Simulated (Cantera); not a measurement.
A closed system holds: 1 mol SO₂, 3.6 mol O₂, 0.18 mol H₂, at 1125 K and 10.0 Torr.

Cantera equilibrium calculation (NASA polynomials, part measured and part estimated; ideal gas, pure solids and liquids). Candidate condensed phases: H₂O, H₂SO₄, S; 19 gas species. Rates play no part.

Base state: O₂ 0.747, SO₂ 0.204, H₂O 0.0386, SO₃ 0.0100 (mole fractions); condensed: gas only.

Question: What changes in the equilibrium state with this change: SO₂ replaced by NH₃?

Answer: 
```tsv
species	before	after
O₂	0.747	0.559
H₂O	0.0386	0.340
N₂	0	0.101
SO₂	0.204	0
SO₃	0.0100	0
NO	0	6.20e-5
```
